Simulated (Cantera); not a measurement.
A freely propagating, adiabatic, planar premixed flame of 17.3 % CH3OH, 17.3 % O2, 65.2 % N2, 0.161 % CO2, unburnt at 425 K and 1.90 bar; mixture-averaged transport, grid criteria slope 0.08 and curve 0.16, no radiation.

Computed with Cantera and GRI-Mech 3.0 (53 species, 325 reactions). GRI-Mech 3.0 was tuned for natural gas; its chemistry of methanol as a main component is partial and can be far from experiment. Burning velocities carry a grid error of a few per cent, more on coarse grids.

Problem. Predict: laminar burning velocity; thermal thickness; peak x(HCN); peak x(CO); peak x(CH2); peak x(H2).

Solution. 
- laminar burning velocity: 67.9 cm/s
- thermal thickness: 0.158 mm
- peak x(HCN): 8.03e-7
- peak x(CO): 0.109
- peak x(CH2): 1.45e-5
- peak x(H2): 0.0782
